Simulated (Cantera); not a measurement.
Source: NASA polynomial tables (part measured, part estimated), evaluated in Cantera. Values are per mole of reaction as written; species without (g) are pure solids or liquids, kept so even where they would boil at 1 bar. ZrN: taken at fixed stoichiometry.

3 H2O2(g) + 2 ZrN → 2 ZrO2(g) + 3 H2(g) + 2 NO(g)

```
T (K)  ΔH° (kJ)  ΔS° (J/K)  ΔG° (kJ)  log10 K
-----  --------  ---------  --------  -------
2573          ?          ?         ?        ?
2598          ?          ?         ?        ?
2623      675.5      544.2    -752.0    14.98
2648          ?          ?         ?        ?
2673      672.3      543.0    -779.2    15.23
2698      670.7      542.4    -792.8    15.35
2723      669.1      541.8    -806.3    15.47
2748          ?          ?         ?        ?
```

Question: Complete the blanks.

Answer: 
- 2573, ΔH° (kJ): 678.6
- 2573, ΔS° (J/K): 545.4
- 2573, ΔG° (kJ): -724.8
- 2573, log10 K: 14.71
- 2598, ΔH° (kJ): 677.0
- 2598, ΔS° (J/K): 544.8
- 2598, ΔG° (kJ): -738.4
- 2598, log10 K: 14.85
- 2648, ΔH° (kJ): 673.9
- 2648, ΔS° (J/K): 543.6
- 2648, ΔG° (kJ): -765.6
- 2648, log10 K: 15.10
- 2748, ΔH° (kJ): 667.5
- 2748, ΔS° (J/K): 541.2
- 2748, ΔG° (kJ): -819.9
- 2748, log10 K: 15.58
